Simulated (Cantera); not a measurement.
Feed: 1 mol Al₂O₃, 3.5 mol O₂, at 3080 Torr.

Cantera equilibrium calculation (NASA polynomials, part measured and part estimated; ideal gas, pure solids and liquids). Candidate condensed phases: Al, Al₂O₃; 9 gas species. The numbers say what is thermodynamically allowed, not how fast it happens.

Problem. Which condensed phases are stable at each of these points (T (°C)): 900, 1100, 1300, 1500, 1700, 1900, 2100, 2300?

Solution. 
```
T (°C)  condensed phases  Al condensed (%)
------  ----------------  ----------------
900             Al₂O₃(s)             100.0
1100            Al₂O₃(s)             100.0
1300            Al₂O₃(s)             100.0
1500            Al₂O₃(s)             100.0
1700            Al₂O₃(s)             100.0
1900            Al₂O₃(s)             100.0
2100            Al₂O₃(l)             100.0
2300            Al₂O₃(l)             100.0
```

From 900 °C to 1900 °C the condensed part is Al₂O₃(s). From 2100 °C to 2300 °C the condensed part is Al₂O₃(l).
